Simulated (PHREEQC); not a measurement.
A solution holds 0.252 mol/kgw Mg(NO3)2, at 40 °C. Closed to the air; pH follows from the charge balance.

Equilibrium calculation in PHREEQC: ion-association model, phreeqc.dat.

Precipitation was switched off in this run.

Q: What activity of water, density does the model give?

A: activity of water 0.987; density 1.019 g/cm³.

Ionic strength above about 0.7 mol/kgw puts this run outside the model's range. Away from 25 °C the constants follow the database's enthalpies or fits; those with neither stay at their 25 °C values.
